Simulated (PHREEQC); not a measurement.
Copper plating or etch bath: an equilibrium model

Solution (25 °C): 0.21 mol Cu(NO3)2, 0.069 mol HBF4 and 0.02 mol H3BO3 per kg of water. Closed to the air; pH follows from the charge balance.

All values are PHREEQC results (ion-association model, wateq4f.dat), not measurements.

Each row changes one thing in this solution. Precipitation was switched off in this run.

```
case                                pH  ionic strength (mol/kgw)  H3BO3 (mol/kgw)  CuOH+ (mol/kgw)  H2BO3- (mol/kgw)  Cu2(OH)2+2 (mol/kgw)  SI of Tenorite (CuO)  SI of Cu(OH)2 (Cu(OH)2)
--------------------------------  ----  ------------------------  ---------------  ---------------  ----------------  --------------------  --------------------  -----------------------
as made                           1.28                     0.699           0.0203          1.44e-8          4.73e-10              1.13e-10                 -6.38                    -7.41
HBF4 left out                     4.08                     0.630           0.0200          9.27e-6           2.83e-7               4.97e-5                 -0.77                    -1.79
diluted 100-fold with water       2.99                   0.00735         0.000750          1.58e-8          4.66e-10              1.31e-10                 -4.47                    -5.49
H3BO3 left out                    1.29                     0.697          0.00214          1.48e-8          5.09e-11              1.19e-10                 -6.36                    -7.38
diluted 2-fold with water         1.58                     0.349           0.0107          1.61e-8          4.04e-10              1.83e-10                 -6.00                    -7.03
H3BO3 from 0.02 to 0.004 mol/kgw  1.29                     0.698          0.00535          1.46e-8          1.26e-10              1.17e-10                 -6.37                    -7.39
```

Real BF4- forms and hydrolyses slowly; the run takes it at equilibrium.
